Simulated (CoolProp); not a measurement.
R114 along the isotherm 426.1 K: Z from the reference equation and from simpler models built on Tc = 420.6 K, pc = 3.352 MPa, ω = 0.252; each cubic takes its own stable root.

Values from CoolProp's reference Helmholtz-energy equation of state, Platzer 1990. This equation is an older, rougher fit; its heat capacities, sound speeds and derivatives of the liquid may be far off and weren't checked against measurements.

```json
[
 {"p (MPa)": "0.0159", "phase": "gas", "reference": "0.9985", "Soave-Redlich-Kwong": "0.9985", "Peng-Robinson": "0.9983"},
 {"p (MPa)": "0.0362", "phase": "gas", "reference": "0.9965", "Soave-Redlich-Kwong": "0.9965", "Peng-Robinson": "0.9961"},
 {"p (MPa)": "0.0824", "phase": "gas", "reference": "0.9920", "Soave-Redlich-Kwong": "0.9919", "Peng-Robinson": "0.9910"},
 {"p (MPa)": "0.187", "phase": "gas", "reference": "0.9817", "Soave-Redlich-Kwong": "0.9816", "Peng-Robinson": "0.9795"},
 {"p (MPa)": "0.427", "phase": "gas", "reference": "0.9575", "Soave-Redlich-Kwong": "0.9573", "Peng-Robinson": "0.9526"},
 {"p (MPa)": "0.971", "phase": "gas", "reference": "?", "Soave-Redlich-Kwong": "0.8992", "Peng-Robinson": "?"},
 {"p (MPa)": "2.21", "phase": "gas", "reference": "?", "Soave-Redlich-Kwong": "0.7422", "Peng-Robinson": "?"},
 {"p (MPa)": "5.03", "phase": "supercritical", "reference": "0.2656", "Soave-Redlich-Kwong": "0.3024", "Peng-Robinson": "0.2740"}
]
```

### Question
Fill in the missing entries.

### Answer

- 0.971, reference: 0.8987
- 0.971, Peng-Robinson: 0.8886
- 2.21, reference: 0.7358
- 2.21, Peng-Robinson: 0.7199
